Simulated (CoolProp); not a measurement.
Saturation properties of carbonyl sulfide.

The numbers come from the reference Helmholtz-energy equation of state, Lemmon 2006 in CoolProp. It is a short technical equation, of lower accuracy than the large ones.

| T (°C) | p (MPa) | liquid density (kg/m³) | vapour density (kg/m³) | enthalpy of vaporisation (kJ/kg) | liquid cp (kJ/(kg K)) |
|---|---|---|---|---|---|
| -62.95 | 0.05379 | 1201 | 1.883 | … | 1.170 |
| -54.95 | 0.08072 | 1184 | 2.739 | 312.1 | 1.177 |
| -46.95 | 0.1173 | 1167 | 3.869 | 306.7 | 1.185 |
| -39.05 | 0.1650 | 1150 | 5.305 | 301.3 | 1.195 |
| -31.05 | 0.2273 | 1132 | 7.142 | 295.5 | 1.207 |
| -23.05 | 0.3062 | 1114 | 9.427 | 289.5 | 1.222 |
| -15.15 | 0.4029 | 1095 | 12.19 | 283.2 | 1.238 |
| -7.15 | 0.5226 | 1076 | 15.58 | 276.6 | 1.257 |
| 0.85 | 0.6669 | … | 19.65 | 269.5 | 1.279 |
| 8.75 | 0.8364 | 1035 | 24.44 | 262.1 | … |
| 16.75 | 1.038 | … | 30.18 | 254.0 | 1.333 |

Q: Complete the blanks.

A: 
- -62.95, enthalpy of vaporisation (kJ/kg): 317.3
- 0.85, liquid density (kg/m³): 1056
- 8.75, liquid cp (kJ/(kg K)): 1.304
- 16.75, liquid density (kg/m³): 1014

It boils at -50.2 °C under 1 atm.
